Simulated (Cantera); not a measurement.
Gas mixture: H₂O : NH₃ : C₂H₂ = 0.15 : 0.56 : 0.31 (molar parts), at 5.00 bar, frozen composition.

Cantera's kinetic-theory transport with the Lennard-Jones parameters of GRI-Mech 3.0, ideal gas; thermal conductivity in the mixture-averaged form. Polar gases are described roughly by these parameters. The composition is frozen, though it would react at the higher temperatures.

One state of this run: ρ (kg/m³) = 1.50; cp (J/kg/K) = 2667; μ (µPa s) = 26.2; λ (mW/m/K) = 97.9; Pr = 0.714; D (cm²/s) CH₄ = 0.254; D (cm²/s) NH₃ = 0.235; D (cm²/s) C₂H₂ = 0.218. D: mixture-averaged diffusion coefficient of that species in the mixture.

Problem. Which value of T (K) does it belong to?
A. 600
B. 1200
C. 800
D. 500

Solution. C, 800
